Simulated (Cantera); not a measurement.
Input (Python, Cantera) and output of one run.

```python
import numpy as np
import cantera as ct

gas_names = [...]  # 113 gases of nasa_gas.yaml made of C, Cu, H, O
cond_names = """
    C(gr) C6H6(L) C7H8(L) C8H18(L),n-octa Cu(cr) Cu(L) CuO(s) CuO2H2(s) Cu2O(s) Cu2O(L) H2O(s) H2O(L)
""".split()


# ... load() reads the species with a 1 bar reference pressure and builds the phases ...
atoms = {
    'Cu2O': {'Cu': 2, 'O': 1},
    'CH4': {'C': 1, 'H': 4},
    'H2': {'H': 2},
}
top_T = {'C(gr)': 4500, 'CuO(s)': 1390}  # K; cautious upper limits of use, not melting points


# ... equilibrate(T, P, feed) seeds the gas with the atoms and calls Mixture.equilibrate('TP', solver="vcs", rtol=1e-11, max_steps=5000) ...
results = []
feed = {'Cu2O': 1, 'CH4': 5.9, 'H2': 0.37}  # mol
T = 2598  # K
P = 230000  # Pa
mix = equilibrate(T, P, feed)
results.append((T, P, feed, dict(zip(mix.species_names, mix.species_moles))))
x = sorted(zip(gas.X, gas.species_names), reverse=True)
print(f"T = {T:g} K  P = {P:g} Pa  gas = {mix.phase_moles(0):.4g} mol")
print("   x: " + "  ".join(f"{s} {v:.3e}" for v, s in x if v > 0.001))
print("   condensed (mol): " + ("  ".join(f"{mix.phase(i).name} {mix.phase_moles(i):.4g}"
      for i in range(1, mix.n_phases) if mix.phase_moles(i) > 1e-12) or "none"))
```

Result:

```
T = 2598 K  P = 230000 Pa  gas = 15.3 mol
   x: H2 7.713e-01  Cu 1.261e-01  CO 6.536e-02  H 2.205e-02  C2H2,acetylene 1.241e-02  Cu2 2.291e-03
   condensed (mol): C(gr) 4.509
```

Cantera equilibrium calculation (NASA polynomials, part measured and part estimated; ideal gas, pure solids and liquids).
